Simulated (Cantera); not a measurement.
# Reactions in the system N-O-V

Source: NASA polynomial tables (part measured, part estimated), evaluated in Cantera. Values are per mole of reaction as written; species without (g) are pure solids or liquids, kept so even where they would boil at 1 bar.

2 VO2(g) + N(g) = V2O3 + NO(g)

```tsv
T (K)	ΔH° (kJ)	ΔS° (J/K)	ΔG° (kJ)	log10 K
1775	-1071.7	-306.4	-527.8	15.53
1825	-1068.5	-304.7	-512.5	14.67
1875	-1065.3	-302.9	-497.3	13.85
1925	-1061.9	-301.2	-482.2	13.08
1975	-1058.5	-299.4	-467.2	12.36
2025	-1055.0	-297.6	-452.3	11.67
2075	-1051.4	-295.9	-437.4	11.01
2125	-1047.7	-294.1	-422.7	10.39
2175	-1044.0	-292.4	-408.0	9.80
```
